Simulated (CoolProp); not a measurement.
A single-stage vapour-compression cycle with the fluid: evaporating at 318.15 K (dew point), condensing at 380.15 K (bubble point), superheat 0 K, subcooling 5 K, compressor efficiency 0.85, no pressure losses. The same conditions are run with several fluids, on thermodynamics alone (safety and materials aside).

Model: reference Helmholtz-energy equation of state of each fluid (R245fa: Akasaka 2015; R1224YDZ: Akasaka 2023; n-perfluorohexane: Gao 2022; cis-2-butene: Lemmon 2005; cyclopentane: Gedanitz 2015; isobutene: Lemmon 2005), in CoolProp.

| fluid | cooling COP | pressure ratio | discharge temperature (K) | refrigerating effect (kJ/kg) | volumetric capacity (kJ/m³) |
|---|---|---|---|---|---|
| R245fa | 2.92 | 5.00 | 380.1 | 95.6 | 1570 |
| R1224YDZ | ___ | 4.72 | 380.1 | 81.3 | 1440 |
| n-perfluorohexane | 1.81 | 6.41 | 380.1 | 23.6 | ___ |
| cis-2-butene | 3.17 | 4.18 | 382.4 | 225 | 2070 |
| cyclopentane | 3.55 | 5.57 | 380.2 | 274 | 660 |
| isobutene | 2.85 | 3.89 | 380.1 | ___ | 2350 |

Q: What belongs in the gaps?

A: 
- R1224YDZ, cooling COP: 2.89
- n-perfluorohexane, volumetric capacity (kJ/m³): 208
- isobutene, refrigerating effect (kJ/kg): 179

The compression ends wet for: R245fa; R1224YDZ; n-perfluorohexane; cyclopentane; isobutene.
